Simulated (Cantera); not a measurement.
Input: 1 mol Pb, 0.061 mol O₂, 4.8 mol N₂, held at 700 K and 510 Torr.

Cantera equilibrium calculation (NASA polynomials, part measured and part estimated; ideal gas, pure solids and liquids). Candidate condensed phases: Pb, PbO, PbO₂, Pb₃O₄; 12 gas species. Kinetics and transport are ignored.

Base state: N₂ 1.00 (mole fractions); condensed: Pb(l) + PbO(red).

### Question
What changes in the equilibrium state with this change: Pb replaced by HgO?

### Answer
```
species        before   after
-------------  ------  ------
N₂               1.00   0.755
Hg                  0   0.157
O₂              <1e-9  0.0882
Pb(l), mol      0.878       0
PbO(red), mol   0.122       0
```
Further candidate phases: Hg, HgO.

### Question
What changes in the equilibrium state with this change: temperature from 700 K to 1450 K?

### Answer
| species | before | after |
|---|---|---|
| N₂ | 1.00 | 0.971 |
| Pb | 1.64e-9 | 0.0219 |
| PbO | <1e-9 | 0.00670 |
| Pb(l), mol | 0.878 | 0.770 |
| PbO(red), mol | 0.122 | 0 |
| PbO(l), mol | 0 | 0.0888 |
Each liquid is taken as pure. Mutual solubility and eutectic melting of coexisting phases are not modelled. Gases not in the tables: (PbO)n polymers.
